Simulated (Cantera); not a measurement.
# Ignition delay

Mixture: CO : H2 : CH4 : O2 : N2 = 1 : 0.23 : 0.09 : 1.37 : 5.15 (molar parts), equivalence ratio 0.58, at 140000 Pa, adiabatic and at constant pressure. Ignition delay is the time to a rise of 400 K.

Cantera simulation using GRI-Mech 3.0 (53 species, 325 reactions); the numbers are that mechanism's predictions, not measurements. Where the delays flatten at high temperature, the 400 K rule measures the pace of heat release, not the induction time.

| T0 (K) | delay (ms) |
|---|---|
| 1123 | 0.234 |
| 1223 | 0.107 |
| 1323 | 0.0681 |
| 1423 | 0.0511 |
| 1523 | 0.0426 |
| 1623 | 0.0385 |
